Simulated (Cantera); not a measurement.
Input: 1 mol Fe(CO)₅, 2.2 mol N₂, at 650 °C and 1 atm.

Equilibrium computed with Cantera from the NASA thermochemical tables; the gas is ideal and each condensed phase is pure. Candidate condensed phases: C, Fe, Fe(CO)₅, FeO, Fe₂O₃, Fe₃O₄; 27 gas species. The tables' stoichiometric FeO is somewhat more stable than real wüstite, so its field is too wide. FeO: taken at fixed stoichiometry. The numbers say what is thermodynamically allowed, not how fast it happens.

Base state: N₂ 0.449, CO 0.287, CO₂ 0.264 (mole fractions); condensed: C(graphite) + FeO(s).

Question: What changes in the equilibrium state with this change: pressure from 1 atm to 10.0 Torr?

Answer: 
```
species           before   after
----------------  ------  ------
CO                 0.287   0.670
N₂                 0.449   0.311
CO₂                0.264  0.0189
C(graphite), mol    2.30   0.133
FeO(s), mol         1.00       0
Fe(α), mol             0    1.00
```
Condensed phases not in the tables: cementite and carbon dissolved in iron.

Question: What changes in the equilibrium state with this change: pressure from 1 atm to 7.50 Torr?

Answer: 
```tsv
species	before	after
CO	0.287	0.676
N₂	0.449	0.310
CO₂	0.264	0.0144
C(graphite), mol	2.30	0.102
FeO(s), mol	1.00	0
Fe(α), mol	0	1.00
```
Condensed phases not in the tables: cementite and carbon dissolved in iron.
